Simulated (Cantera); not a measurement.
A perfectly stirred reactor is fed with 6.38 % CH4, 19.6 % O2, 74.0 % N2, at 17.0 bar; it is adiabatic with a 475 K inlet, and is followed from long to short residence time, starting on the burning branch (τ in s: 0.078, 0.032, 0.014, 0.0056, 0.0023, 0.00098, 0.00041, 0.00017, 7.1e-05).

Cantera simulation using GRI-Mech 3.0 (53 species, 325 reactions); the numbers are that mechanism's predictions, not measurements. The pressure lies above the range GRI-Mech 3.0 was tuned for (to about 10 atm).

One state of this run: T (K) = 1886; x CH4 = 2.49e-5; x O2 = 0.0689; x NO2 = 9.29e-8; x CO2 = 0.0633; x CO = 0.000389; x CH3 = 5.78e-6. x: mole fraction; the columns are a selection and need not sum to one.

Task: Which value of τ (s) does it belong to?
(A) 0.00017
(B) 0.00041
(C) 0.0056
(D) 0.014

Result: C, 0.0056
